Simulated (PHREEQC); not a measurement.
Consider water at 25 °C with 0.00052 mol CuSO4 per kg of water. Closed to the air; pH follows from the charge balance.

Equilibrium calculation in PHREEQC: ion-association model, phreeqc.dat.

Question: The ionic strength comes out as 0.00195 mol/kgw. What activity coefficients do Cu+2, CuOH+, H+, SO4-2 get?

Answer: Cu+2 0.83, CuOH+ 0.95, H+ 0.95, SO4-2 0.82.

No solid was allowed to form.
